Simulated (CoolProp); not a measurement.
R236FA at 334.33 K and 0.487 MPa is throttled through a valve to 0.0648 MPa with no heat exchange. Each further row changes one setting.

The numbers come from the reference Helmholtz-energy equation of state, Pan 2012 in CoolProp.

```json
[
 {"case": "as stated", "temperature change (K)": "-7.4", "final density (kg/m³)": "3.68"},
 {"case": "outlet pressure 0.0194 MPa", "temperature change (K)": "-8.2", "final density (kg/m³)": "[?]"},
 {"case": "outlet pressure 0.0842 MPa", "temperature change (K)": "[?]", "final density (kg/m³)": "[?]"}
]
```

**Question.** Some entries are withheld; supply them.

**Answer.** 
- outlet pressure 0.0194 MPa, final density (kg/m³): 1.09
- outlet pressure 0.0842 MPa, temperature change (K): -7.1
- outlet pressure 0.0842 MPa, final density (kg/m³): 4.80
